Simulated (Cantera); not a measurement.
Charge: 1 mol Si, 2.1 mol HCl, 3.1 mol H₂, equilibrated at 101000 Pa.

Equilibrium computed with Cantera from the NASA thermochemical tables; the gas is ideal and each condensed phase is pure. The tables' values for SiCl₃ are old estimates; treat these amounts as uncertain. Equilibrium is a limit: real reactors are often held back by kinetics, nucleation or transport. All values below are at 800 K.

```csv
species,before,after
H₂,0.872,0.760
SiCl₄,0.0761,0.148
HCl,0.00125,0.0907
SiHCl₃,0.0481,0.00112
SiH₃Cl,2.89e-5,<1e-9
SiH₂Cl₂,0.00245,6.87e-7
SiCl₃,3.54e-5,8.86e-7
"Si(s), mol",0.415,0
```
Gas species are given as mole fractions.

### Question
What was changed between the two runs?
(A) pressure from 101000 Pa to 11000 Pa
(B) Si replaced by SiCl₄
(C) pressure from 101000 Pa to 13300 Pa
(D) HCl from 2.1 to 4.6 mol

### Answer
D, HCl from 2.1 to 4.6 mol
